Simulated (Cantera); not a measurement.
A Cantera script and what it prints.

```python
import numpy as np
import cantera as ct

gas_names = """
    Fe FeO O O2 O3 S SO SO2 SO3 S2 S2O S8
""".split()
cond_names = """
    Fe(a) Fe(c) Fe(d) Fe(L) FeO(s) FeO(L) FeS(a) FeS(b) FeS(c) FeS(L) FeSO4(s) FeS2(s) Fe2O3(s)
    Fe2S3O12(s) Fe3O4(s) S(cr1) S(cr2) S(L)
""".split()


# ... load() reads the species with a 1 bar reference pressure and builds the phases ...
atoms = {
    'FeS': {'Fe': 1, 'S': 1},
    'O2': {'O': 2},
    'SO2': {'S': 1, 'O': 2},
}
top_T = {'FeSO4(s)': 950, 'FeS2(s)': 1010, 'Fe2O3(s)': 1830, 'Fe2S3O12(s)': 1100, 'Fe3O4(s)': 1870}  # K; cautious upper limits of use, not melting points


# ... equilibrate(T, P, feed) seeds the gas with the atoms and calls Mixture.equilibrate('TP', solver="vcs", rtol=1e-11, max_steps=5000) ...
results = []
feed = {'FeS': 1, 'O2': 0.68, 'SO2': 0.57}  # mol
P = 7600  # Pa
for T in [650, 725, 800, 875, 950, 1025, 1100, 1175, 1250, 1325, 1400]:
    mix = equilibrate(T, P, feed)
    results.append((T, P, feed, dict(zip(mix.species_names, mix.species_moles))))
    x = sorted(zip(gas.X, gas.species_names), reverse=True)
    print(f"T = {T:g} K  P = {P:g} Pa  gas = {mix.phase_moles(0):.4g} mol")
    print("   x: " + "  ".join(f"{s} {v:.3e}" for v, s in x if v > 0.0001))
    print("   condensed (mol): " + ("  ".join(f"{mix.phase(i).name} {mix.phase_moles(i):.4g}"
          for i in range(1, mix.n_phases) if mix.phase_moles(i) > 1e-12) or "none"))
```

Output:

```
T = 650 K  P = 7600 Pa  gas = 0.7918 mol
   x: SO2 9.999e-01
   condensed (mol): FeS2(s) 0.389  Fe2O3(s) 0.3055
T = 725 K  P = 7600 Pa  gas = 0.8303 mol
   x: SO2 9.991e-01  S2 7.337e-04  S2O 1.633e-04
   condensed (mol): FeS2(s) 0.3695  Fe3O4(s) 0.2102
T = 800 K  P = 7600 Pa  gas = 0.8323 mol
   x: SO2 9.939e-01  S2 5.445e-03  S2O 6.880e-04
   condensed (mol): FeS2(s) 0.3663  Fe3O4(s) 0.2112
T = 875 K  P = 7600 Pa  gas = 0.9819 mol
   x: SO2 9.776e-01  S2 2.061e-02  S2O 1.759e-03
   condensed (mol): FeS(c) 0.5662  Fe3O4(s) 0.1446
T = 950 K  P = 7600 Pa  gas = 0.9839 mol
   x: SO2 9.666e-01  S2 3.112e-02  S2O 2.284e-03
   condensed (mol): FeS(c) 0.5532  Fe3O4(s) 0.1489
T = 1025 K  P = 7600 Pa  gas = 0.9865 mol
   x: SO2 9.527e-01  S2 4.434e-02  S2O 2.853e-03
   condensed (mol): FeS(c) 0.5369  Fe3O4(s) 0.1544
T = 1100 K  P = 7600 Pa  gas = 0.9896 mol
   x: SO2 9.362e-01  S2 6.008e-02  S2O 3.445e-03  SO 2.273e-04
   condensed (mol): FeS(c) 0.5175  Fe3O4(s) 0.1608
T = 1175 K  P = 7600 Pa  gas = 0.9933 mol
   x: SO2 9.174e-01  S2 7.803e-02  S2O 4.039e-03  SO 5.610e-04
   condensed (mol): FeS(c) 0.4952  Fe3O4(s) 0.1683
T = 1250 K  P = 7600 Pa  gas = 0.9974 mol
   x: SO2 8.964e-01  S2 9.775e-02  S2O 4.618e-03  SO 1.237e-03
   condensed (mol): FeS(c) 0.4705  Fe3O4(s) 0.1765
T = 1325 K  P = 7600 Pa  gas = 1.002 mol
   x: SO2 8.737e-01  S2 1.187e-01  S2O 5.165e-03  SO 2.484e-03
   condensed (mol): FeS(c) 0.4439  Fe3O4(s) 0.1854
T = 1400 K  P = 7600 Pa  gas = 1.087 mol
   x: SO2 8.183e-01  S2 1.705e-01  S2O 6.439e-03  SO 4.749e-03
   condensed (mol): FeO(s) 0.7092  FeS(c) 0.2908
```

Equilibrium computed with Cantera from the NASA thermochemical tables; the gas is ideal and each condensed phase is pure. Metal and sulfide melt together well below either melting point, which pure phases cannot show. Mutual solubility and eutectic melting of coexisting phases are not modelled. The tables' stoichiometric FeO is somewhat more stable than real wüstite, so its field is too wide. FeO, FeS: taken at fixed stoichiometry. Gases not in the tables: S3 to S7.
